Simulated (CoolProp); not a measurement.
Vapour-liquid equilibrium of ethanol (1) + o-xylene (2) at 0.655 bar; x and y are mole fractions of (1).

Values from CoolProp's multi-fluid Helmholtz-energy mixture model, Schroeder 2014 and Zhou 2012; pair parameters Bell 2016.

Give the bubble temperature and the first vapour's composition at x = 0.65, 0.75, 0.85. Is there an azeotrope?

x = 0.65: 71.0 °C, y = 0.896; x = 0.75: 70.2 °C, y = 0.910; x = 0.85: 69.2 °C, y = 0.933. No azeotrope shows between x = 0.05 and 0.95.

The pair parameters rest on a limited set of measurements; away from them the model extrapolates. With so large a gap from Raoult's law the liquid may split in two, which this calculation doesn't test in full.
